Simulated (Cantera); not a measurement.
A Cantera script and its output.

```python
import numpy as np
import cantera as ct

gas = ct.Solution("gri30.yaml")
gas.TPX = 1948, 86000, {'NO': 1, 'N2': 2.4}
inlet = ct.Reservoir(gas, clone=True)

reactor = ct.IdealGasConstPressureReactor(gas, energy="off", clone=False)
exhaust = ct.Reservoir(gas, clone=True)
tau = [5.9, 1.9, 0.59, 0.19, 0.059, 0.019, 0.0058, 0.0018][0]
for a, b in ((inlet, reactor), (reactor, exhaust)):
    ct.MassFlowController(a, b, mdot=lambda t: reactor.mass / tau)
net = ct.ReactorNet([reactor])
show = ['NO', 'O2', 'N2O', 'NO2', 'O', 'N2']

rows = []
print(f"{'tau/s':>10s}{'T/K':>9s}" + "".join(f"{s:>11s}" for s in show))
for tau in [5.9, 1.9, 0.59, 0.19, 0.059, 0.019, 0.0058, 0.0018]:
    net.initial_time = 0.0
    net.advance(30 * tau)
    before = gas.X
    net.advance(40 * tau)
    drift = np.max(np.abs(gas.X - before) / (gas.X + 1e-9))
    rows.append([gas.T, *gas[show].X, drift])
    print(f"{tau:10.3e}{gas.T:9.1f}" + "".join(f"{x:11.3e}" for x in gas[show].X))
```

Result:

```
     tau/s      T/K         NO         O2        N2O        NO2          O         N2
 5.900e+00   1948.0  8.953e-02  1.021e-01  3.693e-06  1.095e-04  1.554e-04  8.081e-01
 1.900e+00   1948.0  1.582e-01  6.773e-02  1.113e-05  1.588e-04  1.284e-04  7.738e-01
 5.900e-01   1948.0  2.285e-01  3.259e-02  2.338e-05  1.638e-04  9.273e-05  7.386e-01
 1.900e-01   1948.0  2.692e-01  1.231e-02  3.280e-05  1.295e-04  6.337e-05  7.183e-01
 5.900e-02   1948.0  2.860e-01  3.918e-03  3.708e-05  9.717e-05  4.570e-05  7.099e-01
 1.900e-02   1948.0  2.915e-01  1.215e-03  3.776e-05  8.031e-05  3.765e-05  7.072e-01
 5.800e-03   1948.0  2.933e-01  3.228e-04  3.554e-05  6.887e-05  3.253e-05  7.063e-01
 1.800e-03   1948.0  2.938e-01  6.505e-05  2.901e-05  5.221e-05  2.530e-05  7.060e-01
```

Model: GRI-Mech 3.0 (53 species, 325 reactions), integrated in Cantera.
